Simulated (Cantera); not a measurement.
# Stirred combustor or abatement burner

A perfectly stirred reactor is fed with 2.90 % C2H4, 9.26 % O2, 82.4 % N2, 4.64 % H2O, 0.784 % CO2, at 0.987 atm; it is adiabatic with a 450 K inlet, and is followed from long to short residence time, starting on the burning branch (τ in s: 0.082, 0.028, 0.0096, 0.0033, 0.0011, 0.00039, 0.00013, 4.5e-05, 1.5e-05).

Detailed kinetics in Cantera: GRI-Mech 3.0 (53 species, 325 reactions). GRI-Mech 3.0 was tuned for natural gas; its chemistry of ethylene as a main component is partial and can be far from experiment.

| τ (s) | T (K) | x C2H4 | x O2 | x H2O | x C2H6 | x H2 |
|---|---|---|---|---|---|---|
| 0.082 | 1529 | 1.16e-5 | 0.00671 | 0.103 | 3.32e-10 | 0.000843 |
| 0.028 | 1512 | 2.20e-5 | 0.00762 | 0.102 | 1.32e-9 | 0.00139 |
| 0.0096 | 1486 | 4.34e-5 | 0.00902 | 0.101 | 5.37e-9 | 0.00212 |
| 0.0033 | 1447 | 9.49e-5 | 0.0113 | 0.0993 | 2.50e-8 | 0.00296 |
| 0.0011 | 1363 | 0.000329 | 0.0170 | 0.0972 | 3.05e-7 | 0.00386 |
| 0.00039 | 450 | 0.0290 | 0.0926 | 0.0464 | <1e-12 | <1e-12 |
| 0.00013 | 450 | 0.0290 | 0.0926 | 0.0464 | <1e-12 | <1e-12 |
| 4.5e-5 | 450 | 0.0290 | 0.0926 | 0.0464 | <1e-12 | <1e-12 |
| 1.5e-5 | 450 | 0.0290 | 0.0926 | 0.0464 | <1e-12 | <1e-12 |
x: mole fraction; the columns are a selection and need not sum to one.
